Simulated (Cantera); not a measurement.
Feed: 1 mol Si₃N₄, 1.3 mol NF₃, 0.73 mol H₂O, at 1000 Pa.

Cantera equilibrium calculation (NASA polynomials, part measured and part estimated; ideal gas, pure solids and liquids). Candidate condensed phases: H₂O, Si, SiO₂, Si₂N₂O, Si₃N₄; 58 gas species. Rates play no part.

**Question.** At 527 °C, list the 4 most abundant gas species with their mole fractions, and the condensed phases.

**Answer.** N₂ 0.475, SiF₄ 0.300, H₂ 0.225, HF 8.00e-5. Condensed: Si₂N₂O(s) + Si₃N₄(s).
